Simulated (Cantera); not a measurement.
# Halide evaporation, hydrolysis and transport: CaF2 + H2

Charge: 1 mol CaF2, 0.3 mol H2, equilibrated at 1827 °C and 10000 Pa.

Method: chemical equilibrium by Gibbs-energy minimisation in Cantera with the NASA 1993 tables (ideal gas, pure condensed phases). Candidate condensed phases: Ca, CaF2; 15 gas species. Kinetics and transport are ignored.

The x(H2) is 0.855 and the x(CaF2) is 0.0932. The x(HF) is 0.0236 and the x(CaF) comes out as 0.0155. The x(H) is 0.00911. The x(Ca) is 0.00403 and the n(CaF2(l)) is 0.961 mol. The gas amount is 0.3445 mol. The log10 activity of Ca(l) (absent) is -4.06.
